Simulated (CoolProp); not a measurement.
Dimethyl ether at several states: Z from the reference equation and from simpler models built on Tc = 400.4 K, pc = 5.337 MPa, ω = 0.196; each cubic takes its own stable root.

Values from CoolProp's reference Helmholtz-energy equation of state, Wu 2011.

```json
[
 {"T (K)": "471.3", "p (MPa)": "0.0266", "phase": "gas", "reference": "0.9989"},
 {"T (K)": "463.2", "p (MPa)": "0.775", "phase": "gas", "reference": "0.9669"},
 {"T (K)": "287.9", "p (MPa)": "0.756", "phase": "liquid", "reference": "0.02145"},
 {"T (K)": "359.3", "p (MPa)": "12.8", "phase": "liquid", "reference": "0.3350"},
 {"T (K)": "370.3", "p (MPa)": "0.103", "phase": "gas", "reference": "0.9911"}
]
```

Task: How far does each simpler model (van der Waals, Redlich-Kwong, Soave-Redlich-Kwong, Peng-Robinson) lie from the reference over these 5 states: mean and median of the absolute difference, and the worst?

Result: 
- van der Waals: mean 828.8 %, median 0.2 %, worst +4094.4 % at 287.9 K and 0.756 MPa
- Redlich-Kwong: mean 5.2 %, median 0.1 %, worst +13.2 % at 287.9 K and 0.756 MPa
- Soave-Redlich-Kwong: mean 4.2 %, median 0.3 %, worst +10.7 % at 359.3 K and 12.8 MPa
- Peng-Robinson: mean 1.0 %, median 0.2 %, worst -3.1 % at 287.9 K and 0.756 MPa

At some of these states van der Waals gives the other phase, because its saturation line lies elsewhere.
